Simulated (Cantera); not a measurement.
A Cantera script and what it prints.

```python
import numpy as np
import cantera as ct

gas_names = [...]  # 114 gases of nasa_gas.yaml made of C, Fe, H, O
cond_names = """
    C(gr) C6H6(L) C7H8(L) C8H18(L),n-octa Fe(a) Fe(c) Fe(d) Fe(L) FeC5O5(L) FeO(s) FeO(L) Fe(OH)2(s)
    Fe(OH)3(s) Fe2O3(s) Fe3O4(s) H2O(s) H2O(L)
""".split()


# ... load() reads the species with a 1 bar reference pressure and builds the phases ...
atoms = {
    'Fe(CO)5': {'Fe': 1, 'C': 5, 'O': 5},
    'H2': {'H': 2},
}
top_T = {'C(gr)': 4500, 'Fe2O3(s)': 1830, 'Fe3O4(s)': 1870}  # K; cautious upper limits of use, not melting points


# ... equilibrate(T, P, feed) seeds the gas with the atoms and calls Mixture.equilibrate('TP', solver="vcs", rtol=1e-11, max_steps=5000) ...
results = []
feed = {'Fe(CO)5': 1, 'H2': 85}  # mol
P = 101325  # Pa
for T in [925, 975, 1025, 1075, 1125, 1175, 1225, 1275, 1325, 1375, 1425, 1475]:
    mix = equilibrate(T, P, feed)
    results.append((T, P, feed, dict(zip(mix.species_names, mix.species_moles))))

top = {s: max(r[3][s] / sum(r[3][g] for g in gas_names) for r in results) for s in gas_names}
cols = sorted((s for s in top if top[s] > 0.001), key=lambda s: -top[s])[:6]
seen = [c for c in cond_names if any(r[3].get(c, 0) > 1e-12 for r in results)]
print("log10 of partial pressures in bar; condensed amounts in mol")
print(f"{'T/K':>10s}" + "".join(f"{s[:9]:>10s}" for s in cols + seen))
for T, P, feed, n in results:
    ng = sum(n[g] for g in gas_names)
    print(f"{T:10.4g}" + "".join(f"{np.log10(max(n[s] / ng * P / 1e5, 1e-99)):10.3f}" for s in cols)
          + "".join(f"{n.get(c, 0):10.4g}" for c in seen))
```

Result:

```
log10 of partial pressures in bar; condensed amounts in mol
       T/K        H2        CO       CH4       H2O       CO2     Fe(a)     Fe(c)
       925    -0.045    -1.994    -1.295    -1.305    -2.948         1         0
       975    -0.037    -1.652    -1.435    -1.451    -2.863         1         0
      1025    -0.031    -1.467    -1.625    -1.645    -2.968         1         0
      1075    -0.026    -1.370    -1.836    -1.857    -3.169         1         0
      1125    -0.023    -1.319    -2.051    -2.070    -3.407         1         0
      1175    -0.022    -1.291    -2.258    -2.276    -3.653         1         0
      1225    -0.021    -1.275    -2.455    -2.471    -3.892         0         1
      1275    -0.020    -1.266    -2.639    -2.654    -4.121         0         1
      1325    -0.020    -1.261    -2.812    -2.825    -4.336         0         1
      1375    -0.020    -1.257    -2.972    -2.984    -4.537         0         1
      1425    -0.019    -1.255    -3.122    -3.133    -4.725         0         1
      1475    -0.019    -1.253    -3.262    -3.271    -4.901         0         1
```

Equilibrium computed with Cantera from the NASA thermochemical tables; the gas is ideal and each condensed phase is pure.
